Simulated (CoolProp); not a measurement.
Ethanol at several states: density (kg/m³) from the reference equation and from simpler models built on Tc = 514.7 K, pc = 62.68 bar, ω = 0.644; each cubic takes its own stable root.

Computed with CoolProp (reference Helmholtz-energy equation of state, Schroeder 2014).

```json
[
 {"T (K)": "465.1", "p (bar)": "3.33", "phase": "gas", "reference": "4.075", "van der Waals": "4.050", "Soave-Redlich-Kwong": "4.078", "Peng-Robinson": "4.088"},
 {"T (K)": "375.9", "p (bar)": "0.998", "phase": "gas", "reference": "1.505", "van der Waals": "1.486", "Soave-Redlich-Kwong": "1.496", "Peng-Robinson": "1.497"},
 {"T (K)": "413.1", "p (bar)": "37.3", "phase": "liquid", "reference": "671.0", "van der Waals": "353.2", "Soave-Redlich-Kwong": "553.4", "Peng-Robinson": "626.0"},
 {"T (K)": "418.3", "p (bar)": "167", "phase": "liquid", "reference": "688.4", "van der Waals": "387.9", "Soave-Redlich-Kwong": "569.5", "Peng-Robinson": "641.4"},
 {"T (K)": "177.6", "p (bar)": "361", "phase": "liquid", "reference": "906.4", "van der Waals": "491.6", "Soave-Redlich-Kwong": "737.8", "Peng-Robinson": "824.0"}
]
```
